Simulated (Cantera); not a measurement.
Feed: 1 mol HMDSO, 0.45 mol O₂, held at 1700 °C and 100 Torr.

Method: chemical equilibrium by Gibbs-energy minimisation in Cantera with the NASA 1993 tables (ideal gas, pure condensed phases). Candidate condensed phases: C, C₆H₆, C₇H₈, C₈H₁₈, H₂O, Si, SiC, SiO₂; 123 gas species. The feed counts by its element totals alone. Equilibrium is a limit: real reactors are often held back by kinetics, nucleation or transport.

Base state: H₂ 0.822, CO 0.173, H 0.00335, SiO 0.00151, C₂H₂ (acetylene) 0.000527, CH₄ 4.11e-5, Si 1.18e-5 (mole fractions); condensed: C(graphite) + SiC(s).

**Question.** What changes in the equilibrium state with this change: HMDSO replaced by SiCl₄?

**Answer.** 
```json
[
 {"species": "Cl", "before": "0", "after": "0.624"},
 {"species": "SiCl₄", "before": "0", "after": "0.248"},
 {"species": "Cl₂", "before": "0", "after": "0.117"},
 {"species": "H₂", "before": "0.822", "after": "0"},
 {"species": "CO", "before": "0.173", "after": "0"},
 {"species": "SiCl₃", "before": "0", "after": "0.00995"},
 {"species": "H", "before": "0.00335", "after": "0"},
 {"species": "C₂H₂ (acetylene)", "before": "0.000527", "after": "0"},
 {"species": "SiCl₂", "before": "0", "after": "0.000478"},
 {"species": "C(graphite), mol", "before": "2.12", "after": "0"},
 {"species": "SiC(s), mol", "before": "1.98", "after": "0"},
 {"species": "SiO₂(condensed), mol", "before": "0", "after": "0.450"}
]
```
The tables' values for SiCl₃ are old estimates; treat these amounts as uncertain. The tables hold silica as quartz up to 1696 K and as liquid above; real silica turns to tridymite and cristobalite and melts near 1996 K.
